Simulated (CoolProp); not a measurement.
The fluid at 507.16 K and 7.4 MPa flows at 1.3 m/s in a round tube of 10 mm bore and 15 µm roughness, fully developed (64/Re and Nu = 3.66 if laminar; Colebrook and Gnielinski if turbulent). The same conditions are run with several fluids, on thermodynamics alone (safety and materials aside).

Values from CoolProp's reference Helmholtz-energy equation of state of each fluid (propylene: Lemmon 2013; ethane: Bücker 2006; sulfur hexafluoride: Guder 2009; propane: Lemmon 2009; n-butane: Bücker 2006).

```
fluid                Reynolds number  Darcy friction factor  pressure drop (Pa/m)  heat-transfer coefficient (W/(m² K))  mass flow (kg/h)
-------------------  ---------------  ---------------------  --------------------  ------------------------------------  ----------------
propylene                      61800                 0.0248                   187                                   976              32.9
ethane                         43700                 0.0257                   124                                   728              21.0
sulfur hexafluoride           126000                 0.0234                     ?                                     ?               103
propane                        73100                      ?                   198                                  1170              35.3
n-butane                           ?                 0.0234                   338                                  2230              62.8
```

Q: Fill in the missing entries.

A: 
- sulfur hexafluoride, pressure drop (Pa/m): 555
- sulfur hexafluoride, heat-transfer coefficient (W/(m² K)): 1130
- propane, Darcy friction factor: 0.0244
- n-butane, Reynolds number: 121000

Transport values come from each fluid's own correlations; those of propylene are estimates that may be off by 10 % or more.
